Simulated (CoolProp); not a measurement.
Computed with CoolProp (reference Helmholtz-energy equation of state, Gao 2020).

### Question
For ammonia, give the phase and the Prandtl number at 363.9 K and 2.23 bar; 434.8 K and 2.23 bar.

### Answer
- 363.9 K and 2.23 bar: gas; Prandtl number 0.877
- 434.8 K and 2.23 bar: gas; Prandtl number 0.850

Viscosity comes from a separate model (Fenghour 1995). Thermal conductivity comes from a separate model (Tufeu 1984).
